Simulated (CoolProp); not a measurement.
Normal hydrogen at 298.15 K and 0.203 MPa is compressed adiabatically to 0.989 MPa with isentropic efficiency 0.7. Each further row changes one setting.

Computed with CoolProp (reference Helmholtz-energy equation of state, Leachman 2009).

```tsv
case	work (kJ/kg)	final temperature (K)	final density (kg/m³)
as stated	3530	541.6	0.441
efficiency 1	2470	468.7	0.510
efficiency 0.65	3800	560.2	0.427
```
